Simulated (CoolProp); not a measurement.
Propane along the isobar 24.4 MPa: density (kg/m³) from the reference equation and from simpler models built on Tc = 369.9 K, pc = 4.251 MPa, ω = 0.152; each cubic takes its own stable root.

Model: reference Helmholtz-energy equation of state, Lemmon 2009, in CoolProp.

```csv
T (K),phase,reference
177,liquid,654.3
200.8,liquid,632.3
224.6,liquid,610.2
248.4,liquid,587.7
272.2,liquid,564.8
296,liquid,541.2
319.8,liquid,516.9
343.6,liquid,491.8
367.4,liquid,465.7
391.2,supercritical,438.8
414.9,supercritical,411.2
438.7,supercritical,383.2
462.5,supercritical,355.5
486.3,supercritical,328.8
510.1,supercritical,304.0
```

### Question
How far does each simpler model (van der Waals, Redlich-Kwong, Soave-Redlich-Kwong, Peng-Robinson) lie from the reference over these 15 states: mean and median of the absolute difference, and the worst?

### Answer
- van der Waals: mean 25.4 %, median 27.6 %, worst -34.9 % at 177 K and 24.4 MPa
- Redlich-Kwong: mean 3.9 %, median 4.5 %, worst -5.7 % at 177 K and 24.4 MPa
- Soave-Redlich-Kwong: mean 4.8 %, median 4.6 %, worst -6.3 % at 486.3 K and 24.4 MPa
- Peng-Robinson: mean 5.7 %, median 6.5 %, worst +8.2 % at 272.2 K and 24.4 MPa
